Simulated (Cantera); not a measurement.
Cantera run:

```python
import numpy as np
import cantera as ct

gas_names = """
    O2 H2O
""".split()
cond_names = """
    Cu(cr) Cu(L) CuO2H2(s)
""".split()


# ... load() reads the species with a 1 bar reference pressure and builds the phases ...
species = {s.name: s for s in load("nasa_gas.yaml", gas_names) + load("nasa_condensed.yaml", cond_names)}
# Each term lists the table entries of one substance; the one whose range holds T is used.
reactions = {
    'O2(g) + 2 Cu + 2 H2O(g) = 2 Cu(OH)2':
        [(-1, ['O2']), (-2, ['Cu(cr)', 'Cu(L)']), (-2, ['H2O']), (2, ['CuO2H2(s)'])],
}


def pick(names, T):
    return next(species[n] for n in names if species[n].thermo.min_temp <= T <= species[n].thermo.max_temp)


results = []
for label, terms in reactions.items():
    print(label)
    print("     T/K   dH/kJ  dS/(J/K)   dG/kJ   log10 K")
    for T in [300, 550, 650, 750, 850, 950]:
        used = [(nu, pick(names, T)) for nu, names in terms]
        dH = sum(nu * s.thermo.h(T) for nu, s in used) / 1e6
        dS = sum(nu * s.thermo.s(T) for nu, s in used) / 1e3
        dG = dH - T * dS / 1e3
        logK = -dG * 1e6 / (ct.gas_constant * T * np.log(10))
        results.append((label, T, dH, dS, dG, logK, [s.name for _, s in used]))
        print(f"{T:8g} {dH:8.1f} {dS:8.1f} {dG:8.1f} {logK:8.2f}")
```

Result:

```
O2(g) + 2 Cu + 2 H2O(g) = 2 Cu(OH)2
     T/K   dH/kJ  dS/(J/K)   dG/kJ   log10 K
     300   -417.0   -432.1   -287.4    50.04
     550   -404.4   -401.8   -183.4    17.42
     650   -398.5   -392.0   -143.7    11.55
     750   -392.3   -383.1   -105.0     7.31
     850   -385.8   -374.9    -67.1     4.12
     950   -379.2   -367.7    -30.0     1.65
```

Source: NASA polynomial tables (part measured, part estimated), evaluated in Cantera. Condensed species are held in their standard states even where they would react or evaporate.
